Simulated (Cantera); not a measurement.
A closed system holds: 1 mol SiHCl3, 0.035 mol HCl, 52 mol H2, at 1400 Pa.

Cantera equilibrium calculation (NASA polynomials, part measured and part estimated; ideal gas, pure solids and liquids). Candidate condensed phases: Si; 19 gas species. The tables' values for SiCl are old estimates; treat these amounts as uncertain. Gases not in the tables: Si2H6 and higher silanes. Rates play no part. All values below are at 1827 °C.

Base state: H2 0.914, HCl 0.0439, H 0.0252, Si 0.00953, SiCl2 0.00452, SiCl 0.000973, Cl 0.000890, SiH 0.000585 (mole fractions); condensed: Si(l).

Q: What changes in the equilibrium state with this change: SiHCl3 replaced by SiH4?

A: 
```json
[
 {"species": "H2", "before": "0.914", "after": "0.963"},
 {"species": "H", "before": "0.0252", "after": "0.0258"},
 {"species": "Si", "before": "0.00953", "after": "0.00953"},
 {"species": "HCl", "before": "0.0439", "after": "0.000606"},
 {"species": "SiCl2", "before": "0.00452", "after": "8.17e-7"},
 {"species": "Cl", "before": "0.000890", "after": "1.20e-5"},
 {"species": "SiCl", "before": "0.000973", "after": "1.31e-5"},
 {"species": "SiH2", "before": "0.000167", "after": "0.000176"},
 {"species": "SiH", "before": "0.000585", "after": "0.000600"},
 {"species": "Si(l), mol", "before": "0.109", "after": "0.411"}
]
```
